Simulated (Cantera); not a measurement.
Cantera run:

```python
import numpy as np
import cantera as ct

gas_names = """
    H HO2 H2 H2O H2O2 O OH O2 O3 Si SiH SiH2 SiH3 SiH4 SiO SiO2 Si2 Si3
""".split()
cond_names = """
    H2O(s) H2O(L) Si(cr) Si(L) SiO2(Lqz) SiO2(hqz) SiO2(L)
""".split()


# ... load() reads the species with a 1 bar reference pressure and builds the phases ...
atoms = {
    'Si2H6': {'Si': 2, 'H': 6},
    'O2': {'O': 2},
}
top_T = {}  # K; cautious upper limits of use, not melting points


# ... equilibrate(T, P, feed) seeds the gas with the atoms and calls Mixture.equilibrate('TP', solver="vcs", rtol=1e-11, max_steps=5000) ...
results = []
feed = {'Si2H6': 1, 'O2': 22}  # mol
P = 72  # Pa
for T in [823, 873, 923, 973, 1023, 1073, 1123, 1173, 1223, 1273, 1323, 1373, 1423]:
    mix = equilibrate(T, P, feed)
    results.append((T, P, feed, dict(zip(mix.species_names, mix.species_moles))))
    x = sorted(zip(gas.X, gas.species_names), reverse=True)
    print(f"T = {T:g} K  P = {P:g} Pa  gas = {mix.phase_moles(0):.4g} mol")
    print("   x: " + "  ".join(f"{s} {v:.3e}" for v, s in x if v > 0.0001))
    print("   condensed (mol): " + ("  ".join(f"{mix.phase(i).name} {mix.phase_moles(i):.4g}"
          for i in range(1, mix.n_phases) if mix.phase_moles(i) > 1e-12) or "none"))
```

It prints:

```
T = 823 K  P = 72 Pa  gas = 21.5 mol
   x: O2 8.605e-01  H2O 1.395e-01
   condensed (mol): SiO2(Lqz) 2
T = 873 K  P = 72 Pa  gas = 21.5 mol
   x: O2 8.605e-01  H2O 1.395e-01
   condensed (mol): SiO2(hqz) 2
T = 923 K  P = 72 Pa  gas = 21.5 mol
   x: O2 8.605e-01  H2O 1.395e-01
   condensed (mol): SiO2(hqz) 2
T = 973 K  P = 72 Pa  gas = 21.5 mol
   x: O2 8.605e-01  H2O 1.395e-01
   condensed (mol): SiO2(hqz) 2
T = 1023 K  P = 72 Pa  gas = 21.5 mol
   x: O2 8.605e-01  H2O 1.395e-01
   condensed (mol): SiO2(hqz) 2
T = 1073 K  P = 72 Pa  gas = 21.5 mol
   x: O2 8.605e-01  H2O 1.395e-01
   condensed (mol): SiO2(hqz) 2
T = 1123 K  P = 72 Pa  gas = 21.5 mol
   x: O2 8.605e-01  H2O 1.395e-01
   condensed (mol): SiO2(hqz) 2
T = 1173 K  P = 72 Pa  gas = 21.5 mol
   x: O2 8.605e-01  H2O 1.395e-01
   condensed (mol): SiO2(hqz) 2
T = 1223 K  P = 72 Pa  gas = 21.5 mol
   x: O2 8.604e-01  H2O 1.395e-01
   condensed (mol): SiO2(hqz) 2
T = 1273 K  P = 72 Pa  gas = 21.5 mol
   x: O2 8.604e-01  H2O 1.395e-01
   condensed (mol): SiO2(hqz) 2
T = 1323 K  P = 72 Pa  gas = 21.5 mol
   x: O2 8.604e-01  H2O 1.395e-01  OH 1.399e-04
   condensed (mol): SiO2(hqz) 2
T = 1373 K  P = 72 Pa  gas = 21.5 mol
   x: O2 8.603e-01  H2O 1.394e-01  OH 2.398e-04
   condensed (mol): SiO2(hqz) 2
T = 1423 K  P = 72 Pa  gas = 21.5 mol
   x: O2 8.602e-01  H2O 1.393e-01  OH 3.956e-04
   condensed (mol): SiO2(hqz) 2
```

Cantera equilibrium calculation (NASA polynomials, part measured and part estimated; ideal gas, pure solids and liquids). The feed counts by its element totals alone. The tables hold silica as quartz up to 1696 K and as liquid above; real silica turns to tridymite and cristobalite and melts near 1996 K.
